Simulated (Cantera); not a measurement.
A perfectly stirred reactor is fed with H₂ : O₂ : N₂ = 0.64 : 1 : 3.6 (molar parts), equivalence ratio 0.32, at 100.0 Torr; it is held at 1225 K, and followed from long to short residence time.

Model: the H2/O2 subset of GRI-Mech 3.0, which has no nitrogen chemistry, integrated in Cantera. The temperature is held fixed by assumption; the heat of reaction is taken as removed at once.

Problem. What does this change do: temperature 1225 to 875 K?

Solution. 
| quantity | before | after |
|---|---|---|
| x(H₂) at τ = 11.0 s | 3.48e-5 | 0.00470 |
| x(O₂) at τ = 11.0 s | 0.138 | 0.140 |
| x(H) at τ = 11.0 s | 2.39e-6 | 9.26e-7 |
| x(O) at τ = 11.0 s | 3.03e-5 | 2.20e-6 |
| x(HO₂) at τ = 11.0 s | 9.26e-7 | 1.84e-5 |
| x(H₂) at τ = 0.300 s | 0.000371 | 0.00901 |
| x(O₂) at τ = 0.300 s | 0.138 | 0.142 |
| x(H) at τ = 0.300 s | 8.96e-5 | 3.26e-5 |
| x(O) at τ = 0.300 s | 0.000344 | 4.20e-5 |
| x(HO₂) at τ = 0.300 s | 5.60e-6 | 2.61e-5 |
Radical loss at walls, strong at low pressure, is not modelled. Below about 950 K walls govern HO2 and H2O2 in real vessels.
